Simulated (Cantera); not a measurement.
Equilibrium for boron, boron nitride and boron oxide: B₂O₃ + N₂ + H₂

A closed system holds: 1 mol B₂O₃, 3.3 mol N₂, 0.17 mol H₂, equilibrated at 1300 °C.

Equilibrium computed with Cantera from the NASA thermochemical tables; the gas is ideal and each condensed phase is pure. Candidate condensed phases: B, BN, B₂O₃, B₃O₃H₃, H₂O; 39 gas species. Mutual solubility and eutectic melting of coexisting phases are not modelled. Gases not in the tables: H₃BO₃. Equilibrium is a limit: real reactors are often held back by kinetics, nucleation or transport.

```tsv
P (Pa)	log p N₂	log p B₂O₃	log p H₂	log p HBO₂	log p B₂O₂	n B₂O₃(l)	n BN(s)
10	-4.13	-4.69	-5.60	-5.71	-6.23	0	0
32	-3.63	-4.18	-5.09	-5.21	-5.70	0	0
100	-3.07	-4.05	-4.46	-4.89	-5.42	0.603	0
320	-2.53	-4.05	-3.87	-4.67	-5.29	0.875	0
1000	-2.03	-4.05	-3.34	-4.42	-5.26	0.956	0.000879
3200	-1.52	-4.05	-2.82	-4.07	-5.43	0.983	0.00192
10000	-1.02	-4.05	-2.32	-3.74	-5.59	0.992	0.00190
32000	-0.52	-4.05	-1.81	-3.40	-5.76	0.996	0.00174
100000	-0.02	-4.05	-1.32	-3.07	-5.93	0.997	0.00169
```
log p: log10 of the partial pressure in bar; n: condensed amount in mol.

From 10.0 Pa to 32.0 Pa nothing is condensed. From 100 Pa to 320 Pa the condensed part is B₂O₃(l). From 1000 Pa to 100000 Pa the condensed part is BN(s) + B₂O₃(l).
